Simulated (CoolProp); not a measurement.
Properties of R143a at several states (Tc = 72.7 °C, pc = 37.62 bar, ω = 0.261).

The numbers come from the reference Helmholtz-energy equation of state, Lemmon and Jacobsen 2000 in CoolProp.

| T (°C) | p (bar) | phase | speed of sound (m/s) | conductivity (mW/(m K)) | fugacity coefficient |
|---|---|---|---|---|---|
| 112.95 | 3.41 | gas | 201.2 | 24.1 | 0.9773 |
| 192.35 | 31.6 | gas | 206.6 | 35.0 | 0.8998 |
| 191.55 | 43 | supercritical | 201.1 | 35.8 | 0.8655 |
| 54.15 | 0.232 | gas | 189.3 | 17.7 | 0.9972 |
| -90.85 | 0.914 | liquid | 958.6 | 125 | 0.07744 |

Thermal conductivity comes from a separate model (McLinden 2000), an estimate that may be off by 10 % or more.
